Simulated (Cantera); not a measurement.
A closed system holds: 1 mol SiO2, 23 mol Cl2, equilibrated at 575 °C and 11.0 Pa.

Method: chemical equilibrium by Gibbs-energy minimisation in Cantera with the NASA 1993 tables (ideal gas, pure condensed phases). Candidate condensed phases: Si, SiO2; 15 gas species. Rates play no part.

Base state: Cl2 0.997, Cl 0.00255 (mole fractions); condensed: SiO2(β-quartz).

Q: What changes in the equilibrium state with this change: temperature from 575 °C to 852 °C?

A: 
| species | before | after |
|---|---|---|
| Cl2 | 0.997 | 0.823 |
| Cl | 0.00255 | 0.177 |
| SiCl4 | 4.38e-7 | 2.65e-5 |
| O2 | 4.37e-7 | 2.63e-5 |
| SiO2(β-quartz), mol | 1.000 | 0.999 |
